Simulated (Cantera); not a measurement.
**Pyrogenic steam for wet oxidation**

An isothermal, constant-pressure homogeneous reactor starts with 10.9 % H2, 16.5 % O2, 72.6 % N2, equivalence ratio 0.33, at 1375 K and 0.454 atm.

Detailed kinetics in Cantera: the H2/O2 subset of GRI-Mech 3.0, which has no nitrogen chemistry. The temperature is held fixed by assumption; the heat of reaction is taken as removed at once.

| t (s) | x H2 | x O2 | x H2O2 | x H2O | x O |
|---|---|---|---|---|---|
| 0.000800 | 0.000249 | 0.117 | 5.94e-7 | 0.114 | 0.000436 |
| 0.00173 | 4.91e-5 | 0.117 | 2.29e-7 | 0.115 | 8.80e-5 |
| 0.00375 | 1.20e-5 | 0.117 | 9.01e-8 | 0.115 | 2.29e-5 |
| 0.00813 | 3.65e-6 | 0.117 | 3.74e-8 | 0.115 | 7.36e-6 |
| 0.0176 | 1.31e-6 | 0.117 | 1.64e-8 | 0.115 | 2.75e-6 |
| 0.0381 | 5.37e-7 | 0.117 | 7.66e-9 | 0.115 | 1.15e-6 |
| 0.0826 | 2.60e-7 | 0.117 | 4.04e-9 | 0.115 | 5.59e-7 |
| 0.179 | 1.70e-7 | 0.117 | 2.77e-9 | 0.115 | 3.61e-7 |
| 0.387 | 1.53e-7 | 0.117 | 2.53e-9 | 0.115 | 3.24e-7 |
| 0.839 | 1.53e-7 | 0.117 | 2.52e-9 | 0.115 | 3.23e-7 |
| 1.82 | 1.53e-7 | 0.117 | 2.52e-9 | 0.115 | 3.23e-7 |
| 3.94 | 1.53e-7 | 0.117 | 2.52e-9 | 0.115 | 3.23e-7 |
| 8.53 | 1.53e-7 | 0.117 | 2.52e-9 | 0.115 | 3.23e-7 |
| 18.5 | 1.53e-7 | 0.117 | 2.52e-9 | 0.115 | 3.23e-7 |
| 40.0 | 1.53e-7 | 0.117 | 2.52e-9 | 0.115 | 3.23e-7 |
x: mole fraction; the columns are a selection and need not sum to one.

Equilibrium at this temperature and pressure: H2 1.53e-7, O2 0.117, H2O2 2.52e-9, H2O 0.115, O 3.23e-7 (gas phase only).
